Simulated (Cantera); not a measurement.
Charge: 1 mol Fe(CO)5, 0.062 mol CO, 0.35 mol H2, equilibrated at 1198 K and 0.0870 bar.

Method: chemical equilibrium by Gibbs-energy minimisation in Cantera with the NASA 1993 tables (ideal gas, pure condensed phases). Condensed phases not in the tables: cementite and carbon dissolved in iron. Equilibrium is a limit: real reactors are often held back by kinetics, nucleation or transport.

```json
[
 {"species": "CO", "before": "0.934", "after": "0.679"},
 {"species": "CO2", "before": "0.00147", "after": "0.224"},
 {"species": "H2", "before": "0.0646", "after": "0.0854"},
 {"species": "H2O", "before": "0.000139", "after": "0.0122"},
 {"species": "CH4", "before": "5.83e-6", "after": "0.000198"},
 {"species": "C(graphite), mol", "before": "0.00869", "after": "1.84"},
 {"species": "Fe(γ), mol", "before": "1.00", "after": "0"},
 {"species": "FeO(s), mol", "before": "0", "after": "1.00"}
]
```
Gas species are given as mole fractions.

Task: What was changed between the two runs?
A. temperature from 1198 K to 900 K
B. pressure from 0.0870 bar to 1.00 bar
C. H2 from 0.35 to 2.5 mol
D. H2 from 0.35 to 2.4 mol

Result: A, temperature from 1198 K to 900 K. The tables' stoichiometric FeO is somewhat more stable than real wüstite, so its field is too wide. FeO: taken at fixed stoichiometry
